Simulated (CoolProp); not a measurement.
Model: reference Helmholtz-energy equation of state, Lemmon 2016, in CoolProp.

Problem. For R227EA, give the phase and the density (kg/m³), cv (kJ/(kg K)), isothermal compressibility (1/MPa), conductivity (mW/(m K)) at -74.15 °C and 102 bar.

Solution. 
- -74.15 °C and 102 bar: liquid; density 1750, cv 0.699, isothermal compressibility 0.00103, conductivity 85.9

Thermal conductivity comes from a separate model (Huber 2003), an estimate that may be off by 10 % or more.
